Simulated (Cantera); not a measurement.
Mixture: CH4 : CO : O2 : N2 : H2O = 1 : 0.64 : 2.61 : 9.8 : 0.43 (molar parts), equivalence ratio 0.89, at 28.0 bar, adiabatic and at constant pressure. Ignition delay is the time to a rise of 400 K.

Detailed kinetics in Cantera: GRI-Mech 3.0 (53 species, 325 reactions). The pressure lies above the range GRI-Mech 3.0 was tuned for (to about 10 atm).

**Question.** Predict: delay at 1073 K; delay at 1173 K; delay at 1273 K; delay at 1373 K; delay at 1473 K; delay at 1573 K; delay at 1673 K; apparent activation energy between 1473 and 1673 K.

**Answer.** 
```
Property                                                Result
--------------------------------------------------  ----------
delay at 1073 K                                        19.2 ms
delay at 1173 K                                        3.87 ms
delay at 1273 K                                       0.993 ms
delay at 1373 K                                       0.307 ms
delay at 1473 K                                       0.109 ms
delay at 1573 K                                        43.1 µs
delay at 1673 K                                        18.6 µs
apparent activation energy between 1473 and 1673 K  180 kJ/mol
```
